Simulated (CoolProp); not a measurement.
Values from CoolProp's reference Helmholtz-energy equation of state, Span 1996.

Q: For carbon dioxide, give the phase and the cv (kJ/(kg K)), speed of sound (m/s), isothermal compressibility (1/MPa), Prandtl number at -33.45 °C and 39.9 MPa.

A: 
- -33.45 °C and 39.9 MPa: liquid; cv 0.974, speed of sound 1040, isothermal compressibility 0.00144, Prandtl number 2.38

Viscosity comes from a separate model (Laesecke 2017). Thermal conductivity comes from a separate model (Huber 2016).
